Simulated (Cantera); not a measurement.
A Cantera script and its output.

```python
import numpy as np
import cantera as ct

gas = ct.Solution("gri30.yaml")
gas.TPX = 950, 101325, {'H2': 1, 'O2': 1.56, 'N2': 9.69, 'NO': 0.046}
reactor = ct.IdealGasReactor(gas, energy="on", clone=False)
net = ct.ReactorNet([reactor])
net.rtol, net.atol = 1e-08, 1e-16
show = ['H2', 'O2', 'NO', 'OH', 'HO2', 'O', 'H2O2']
times = np.geomspace(5e-06, 0.9, 11)

steps = ct.SolutionArray(gas, extra=["t"])
rows = []
print(f"{'t/s':>10s}{'T/K':>9s}{'P/Pa':>11s}" + "".join(f"{s:>11s}" for s in show))
for t in times:
    while net.time < t:
        t_next = net.step()
        steps.append(gas.state, t=t_next)
    rows.append([np.interp(t, steps.t, y) for y in (steps.T, steps.P, *steps(*show).X.T)])
    print(f"{t:10.3e}{rows[-1][0]:9.1f}{rows[-1][1]:11.4g}" + "".join(f"{x:11.3e}" for x in rows[-1][2:]))
rate = np.gradient(steps.T, steps.t)
print("integrator steps:", len(steps.t))
if steps.T.max() > steps.T[0] + 200:
    print(f"time of steepest temperature rise: {steps.t[rate.argmax()]:.4e} s")
gas.TPX = 950, 101325, {'H2': 1, 'O2': 1.56, 'N2': 9.69, 'NO': 0.046}
gas.equilibrate("UV")
print(f"equilibrium (UV): T = {gas.T:.1f} K  " + "  ".join(f"{s} {gas[s].X[0]:.3e}" for s in show))
```

Result:

```
       t/s      T/K       P/Pa         H2         O2         NO         OH        HO2          O       H2O2
 5.000e-06    950.0  1.013e+05  8.133e-02  1.269e-01  3.741e-03  1.304e-12  8.635e-12  1.392e-12  7.277e-16
 1.677e-05    950.0  1.013e+05  8.133e-02  1.269e-01  3.741e-03  6.207e-12  3.135e-11  8.727e-12  8.327e-15
 5.624e-05    950.0  1.013e+05  8.133e-02  1.269e-01  3.741e-03  6.188e-11  2.734e-10  1.025e-10  1.647e-13
 1.886e-04    950.0  1.013e+05  8.133e-02  1.269e-01  3.741e-03  2.330e-08  1.008e-07  3.922e-08  7.746e-11
 6.325e-04   1704.8  1.745e+05  1.388e-04  8.941e-02  3.869e-03  1.298e-03  3.769e-06  3.069e-04  1.833e-07
 2.121e-03   1714.6  1.755e+05  6.216e-06  8.978e-02  3.873e-03  2.888e-04  4.495e-07  1.461e-05  2.374e-08
 7.114e-03   1714.8  1.755e+05  5.027e-06  8.979e-02  3.874e-03  2.603e-04  4.156e-07  1.189e-05  2.082e-08
 2.386e-02   1714.8  1.755e+05  5.026e-06  8.979e-02  3.873e-03  2.603e-04  4.156e-07  1.188e-05  2.082e-08
 8.002e-02   1714.8  1.755e+05  5.026e-06  8.979e-02  3.873e-03  2.603e-04  4.156e-07  1.188e-05  2.082e-08
 2.684e-01   1714.8  1.755e+05  5.026e-06  8.979e-02  3.870e-03  2.603e-04  4.156e-07  1.188e-05  2.082e-08
 9.000e-01   1714.8  1.755e+05  5.028e-06  8.980e-02  3.860e-03  2.604e-04  4.157e-07  1.189e-05  2.083e-08
integrator steps: 1255
time of steepest temperature rise: 4.5775e-04 s
equilibrium (UV): T = 1720.4 K  H2 5.287e-06  O2 9.067e-02  NO 2.112e-03  OH 2.706e-04  HO2 4.320e-07  O 1.264e-05  H2O2 2.149e-08
```

Cantera simulation using GRI-Mech 3.0 (53 species, 325 reactions); the numbers are that mechanism's predictions, not measurements. The mechanism lacks 2 NO + O2 → 2 NO2 and HONO, so NO2 and the effect of NO are under-described below about 1400 K.
